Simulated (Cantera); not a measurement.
Standard-state values (1 bar) from the NASA 1993 polynomials, evaluated with Cantera. Values are per mole of reaction as written; species without (g) are pure solids or liquids, kept so even where they would boil at 1 bar.

Problem. Between 300 and 1023 K, where is each reaction favourable under standard conditions?
- S2(g) → 2 S

Solution. 
- S2(g) → 2 S: ΔG° is -79 kJ at 300 K and 17 kJ at 1023 K; it changes sign between 823 and 923 K. ΔH° is -102 kJ and ΔS° -116 J/K at 1023 K.
